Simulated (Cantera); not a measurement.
Feed: 1 mol B, 12 mol NH3, 3 mol H2, at 2075 K and 0.100 bar.

Cantera equilibrium calculation (NASA polynomials, part measured and part estimated; ideal gas, pure solids and liquids). Candidate condensed phases: B, BN; 15 gas species. The tables' values for BH2 are old estimates; treat these amounts as uncertain. Kinetics and transport are ignored.

Base state: H2 0.786, N2 0.207, H 0.00747, BH2 7.20e-5 (mole fractions); condensed: BN(s).

Task: What changes in the equilibrium state with this change: temperature from 2075 K to 973 K?

Result: 
```tsv
species	before	after
H2	0.786	0.792
N2	0.207	0.208
NH3	5.64e-7	2.25e-5
H	0.00747	3.04e-9
BH2	7.20e-5	<1e-9
BN(s), mol	0.998	1.00
```
